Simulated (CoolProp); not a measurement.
trans-2-butene at several states: fugacity coefficient from the reference equation and from simpler models built on Tc = 428.6 K, pc = 4.019 MPa, ω = 0.210; each cubic takes its own stable root.

Computed with CoolProp (reference Helmholtz-energy equation of state, Lemmon 2005). It is a short technical equation, of lower accuracy than the large ones.

```json
[
 {"T (K)": "358.2", "p (MPa)": "0.9", "phase": "gas", "reference": "0.8600"},
 {"T (K)": "191.1", "p (MPa)": "8.79", "phase": "liquid", "reference": "0.0001439"},
 {"T (K)": "464.2", "p (MPa)": "8.46", "phase": "supercritical", "reference": "0.5058"},
 {"T (K)": "449", "p (MPa)": "2.56", "phase": "gas", "reference": "0.8156"},
 {"T (K)": "194.6", "p (MPa)": "3.06", "phase": "liquid", "reference": "0.0004201"},
 {"T (K)": "339", "p (MPa)": "0.0271", "phase": "gas", "reference": "0.9949"}
]
```

Question: How far does each simpler model (van der Waals, Redlich-Kwong, Peng-Robinson) lie from the reference over these 6 states: mean and median of the absolute difference, and the worst?

Answer: 
- van der Waals: mean 2174.3 %, median 3.4 %, worst +7676.2 % at 191.1 K and 8.79 MPa
- Redlich-Kwong: mean 34.0 %, median 1.1 %, worst +104.5 % at 191.1 K and 8.79 MPa
- Peng-Robinson: mean 1.6 %, median 1.4 %, worst +3.3 % at 191.1 K and 8.79 MPa
